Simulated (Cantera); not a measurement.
Input: 1 mol HMDSO, 0.78 mol H2O, 12 mol H2, equilibrated at 0.00430 bar.

These are equilibrium values from Cantera (NASA tables, ideal gas, pure condensed phases), not measurements of a reactor. Candidate condensed phases: C, C6H6, C7H8, C8H18, H2O, Si, SiC, SiO2; 123 gas species. The feed counts by its element totals alone. Mutual solubility and eutectic melting of coexisting phases are not modelled. The tables hold silica as quartz up to 1696 K and as liquid above; real silica turns to tridymite and cristobalite and melts near 1996 K. Equilibrium is a limit: real reactors are often held back by kinetics, nucleation or transport.

x: gas mole fraction; n: condensed amount in mol.

```tsv
T (K)	x H2	x CO	x H	x SiO	x C2H2 (acetylene)	x Si	x CH4	n C(graphite)	n SiC(s)	n SiO2(β-quartz)
1223	0.978	0.0224	4.53e-6	1.05e-5	1.53e-7	1.45e-12	5.47e-5	4.14	1.36	0.641
1298	0.924	0.0755	1.57e-5	5.55e-5	5.16e-7	2.77e-11	2.93e-5	2.22	2.00	0
1373	0.924	0.0755	[?]	[?]	[?]	[?]	[?]	2.22	2.00	0
1448	0.924	0.0754	0.000135	0.000118	4.39e-6	4.02e-9	1.23e-5	2.23	2.00	0
1523	0.924	0.0754	0.000339	0.000162	1.09e-5	3.34e-8	8.46e-6	2.23	2.00	0
1598	0.924	0.0753	0.000780	0.000217	2.49e-5	2.27e-7	6.04e-6	2.23	1.99	0
1673	0.923	0.0752	0.00167	0.000282	5.26e-5	1.30e-6	4.45e-6	2.23	1.99	0
1748	0.921	0.0751	[?]	[?]	[?]	[?]	[?]	2.23	1.99	0
1823	0.918	0.0749	0.00633	0.000444	0.000194	2.75e-5	2.59e-6	2.23	1.99	0
1898	0.913	0.0746	0.0114	0.000541	0.000344	0.000105	2.03e-6	2.23	1.98	0
```

Problem. Fill in the missing entries.

Solution. 
- 1373, x H: 4.88e-5
- 1373, x SiO: 8.26e-5
- 1373, x C2H2 (acetylene): 1.60e-6
- 1373, x Si: 3.82e-10
- 1373, x CH4: 1.85e-5
- 1748, x H: 0.00334
- 1748, x SiO: 0.000357
- 1748, x C2H2 (acetylene): 0.000104
- 1748, x Si: 6.38e-6
- 1748, x CH4: 3.36e-6
